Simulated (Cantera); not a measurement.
A freely propagating, adiabatic, planar premixed flame of 23.3 % H₂, 11.7 % O₂, 50.1 % N₂, 14.9 % H₂O, equivalence ratio 1.0, unburnt at 550 K and 170000 Pa; unity-Lewis-number transport, grid criteria slope 0.08 and curve 0.16, no radiation.

Computed with Cantera and the H2/O2 subset of GRI-Mech 3.0, which has no nitrogen chemistry. Unity Lewis numbers drop preferential diffusion, which matters most where H2 and H carry the flame. Burning velocities carry a grid error of a few per cent, more on coarse grids.

x: mole fraction of selected species; z is measured from the peak of heat release.

```csv
z (mm),T (K),u (m/s),x H₂,x O₂,x H₂O,x H,x H₂O₂,x O
-0.561,550,2.64,0.233,0.117,0.149,<1e-8,<1e-8,<1e-8
-0.374,550,2.64,0.233,0.117,0.149,<1e-8,5.77e-8,<1e-8
-0.280,551,2.64,0.233,0.116,0.149,<1e-8,2.57e-7,<1e-8
-0.187,557,2.67,0.232,0.116,0.150,<1e-8,1.88e-6,1.27e-7
-0.0935,___,3.12,0.221,0.110,0.164,1.16e-5,1.91e-5,1.12e-5
-0.0467,___,4.35,0.186,0.0927,0.205,0.00167,2.57e-5,0.000255
0,___,5.97,0.113,0.0586,0.280,0.0154,9.04e-6,0.00219
0.0467,1554,6.96,0.0597,0.0321,0.334,0.0253,4.61e-6,0.00439
0.0935,1681,7.45,0.0434,0.0225,0.355,0.0220,2.98e-6,0.00455
0.187,1810,7.93,0.0352,0.0169,0.371,0.0143,1.61e-6,0.00336
0.374,1922,8.34,0.0283,0.0128,0.386,0.00795,9.11e-7,0.00201
0.748,2006,8.65,0.0218,0.00947,0.398,0.00421,5.69e-7,0.00111
1.50,2066,8.86,0.0163,0.00686,0.407,0.00215,3.66e-7,0.000586
```

Question: Fill in the missing entries.

Answer: 
- -0.0935, T (K): 655
- -0.0467, T (K): 928
- 0, T (K): 1310
